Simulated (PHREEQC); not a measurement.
## Acid mine or pickling water

A made-up water analysis in mg/L, 5 °C, pH 2.93, pe 11.8:

```tsv
constituent	mg/L
Na	218
K	4.22
Ca	681
Mg	4.05
Cl	598
S(6) as SO4	1430
Cu(2)	21.6
P as PO4	4.75
```

Valence states are taken as typed.

Equilibrium calculation in PHREEQC: ion-association model, wateq4f.dat.

This is a speciation only: nothing precipitates in the calculation.

Question: Predict the ionic strength, charge-balance error.

Answer: ionic strength 0.0604 mol/kgw; charge-balance error -0.4 %.

Question: In which forms is Na present?

Answer: Na+ 98 %, NaSO4- 1.9 % of the Na.

H3PO4, which wateq4f.dat lacks, is added to it with the constant of phreeqc.dat. At this temperature some constants are extrapolated from 25 °C, and those without enthalpy data are left unchanged. The database has no phosphate complexes of Cu.
